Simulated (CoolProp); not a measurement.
Properties of R507A along the isobar 0.101 MPa.

The numbers come from the reference Helmholtz-energy equation of state, Lemmon 2003 in CoolProp. It is a pseudo-pure fit of the blend.

```tsv
T (K)	phase	cv (kJ/(kg K))	speed of sound (m/s)	Joule-Thomson coefficient (K/MPa)	expansivity (1/kK)	conductivity (mW/(m K))	Prandtl number
311.4	gas	0.8031	168.3	14.66	3.376	?	0.788
327.2	gas	0.8297	172.5	12.47	3.186	15.6	0.789
342.9	gas	0.8558	176.6	10.75	3.021	16.8	0.791
358.6	gas	0.8813	180.5	9.375	2.874	17.9	0.793
374.3	gas	0.9062	184.4	8.250	2.742	19.1	0.796
390	gas	0.9305	?	7.319	2.623	20.2	0.799
405.7	gas	0.9540	191.9	6.539	2.515	21.4	0.802
421.4	gas	0.9768	195.5	5.878	2.416	22.5	0.805
437.1	gas	0.9988	199.0	5.313	2.324	?	0.807
452.9	gas	1.020	?	4.821	2.239	24.9	0.809
468.6	gas	1.041	205.9	4.397	2.161	26.0	0.811
484.3	gas	1.060	209.2	4.025	2.089	27.2	0.813
500	gas	1.079	?	3.697	2.021	28.3	0.814
```

Q: What belongs in the gaps?

A: 
- 311.4, conductivity (mW/(m K)): 14.4
- 390, speed of sound (m/s): 188.2
- 437.1, conductivity (mW/(m K)): 23.7
- 452.9, speed of sound (m/s): 202.5
- 500, speed of sound (m/s): 212.5

Viscosity comes from a separate model (Geller 2000). Thermal conductivity comes from a separate model (Geller 2001).
